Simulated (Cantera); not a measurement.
**SiC + Si + H2 (sublimation and decomposition of ceramics)**

Input: 1 mol SiC, 0.073 mol Si, 8.5 mol H2, at 1000 Pa.

These are equilibrium values from Cantera (NASA tables, ideal gas, pure condensed phases), not measurements of a reactor. Candidate condensed phases: C, C6H6, C7H8, C8H18, Si, SiC; 87 gas species. Mutual solubility and eutectic melting of coexisting phases are not modelled. Gases not in the tables: Si2H6 and higher silanes. Equilibrium is a limit: real reactors are often held back by kinetics, nucleation or transport.

```tsv
T (K)	log p H2	log p H	log p Si	log p SiC2	log p C2H2 (acetylene)	log p C3	log p Si2C	log p C	n Si(s)	n SiC(s)	n Si(l)	n C(graphite)
1423	-2.00	-6.18	-8.82	<-14	-12.01	<-14	-11.91	<-14	0.0730	1.000	0	0
1623	-2.00	-5.16	-6.81	-13.03	-10.35	<-14	-9.24	<-14	0.0728	1.000	0	0
1823	-2.00	-4.36	-5.35	-10.28	-8.82	<-14	-7.28	-13.91	0	1.000	0.0684	0
2023	-2.01	-3.73	-4.24	-8.03	-7.51	-13.99	-5.77	-11.53	0	0.998	0.0169	0
2223	-2.03	-3.21	-4.03	-5.50	-5.05	-9.14	-5.23	-8.88	0	0.973	0	0
2423	-2.11	-2.81	-3.28	-3.97	-4.23	-6.84	-4.22	-7.25	0	0.306	0	0.298
2623	-2.24	-2.50	-3.19	-3.63	-3.99	-5.51	-4.65	-6.08	0	0	0	0.178
2823	-2.43	-2.27	-3.24	-3.64	-4.05	-4.63	-5.37	-5.16	0	0	0	0
3023	-2.73	-2.14	-3.26	-3.85	-4.45	-4.21	-6.05	-4.47	0	0	0	0
```
log p: log10 of the partial pressure in bar; n: condensed amount in mol.

From 1423 K to 1623 K the condensed part is Si(s) + SiC(s). From 1823 K to 2023 K the condensed part is Si(l) + SiC(s). At 2223 K the condensed part is SiC(s). At 2423 K the condensed part is C(graphite) + SiC(s). At 2623 K the condensed part is C(graphite). From 2823 K to 3023 K nothing is condensed. The main Si-bearing gas is SiH2 at 1423 K and Si at 3023 K.
